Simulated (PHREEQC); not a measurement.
Consider water at 20 °C with 1.1 mol/kgw KCl, 0.0095 mol/kgw H3BO3 and 0.26 mol/kgw LiCl. Closed to the air; pH follows from the charge balance.

The numbers come from PHREEQC with the Pitzer model, pitzer.dat.

```
Property                    Value
-------------------  ------------
pH                           5.47
ionic strength       1.36 mol/kgw
activity of water           0.955
density               1.053 g/cm³
osmotic coefficient         0.931
```

| species | molality | activity | log γ |
|---|---|---|---|
| Cl- | 1.36 | 0.796 | -0.233 |
| K+ | 1.10 | 0.685 | -0.206 |
| Li+ | 0.260 | 0.232 | -0.049 |
| B(OH)3 | 0.00950 | 0.00894 | -0.026 |
| H+ | 3.57e-6 | 3.39e-6 | -0.023 |
| B(OH)4- | 3.55e-6 | 1.46e-6 | -0.387 |

Precipitation was switched off in this run. In brines, pH and single-ion activities rest on the MacInnes convention.
